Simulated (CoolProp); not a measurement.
Values from CoolProp's reference Helmholtz-energy equation of state, Span 1996.

Q: For carbon dioxide, give the phase and the speed of sound (m/s), viscosity (µPa s) at 796.4 K and 7.89 MPa.

A: 
- 796.4 K and 7.89 MPa: supercritical; speed of sound 432, viscosity 35.5

Viscosity comes from a separate model (Laesecke 2017).
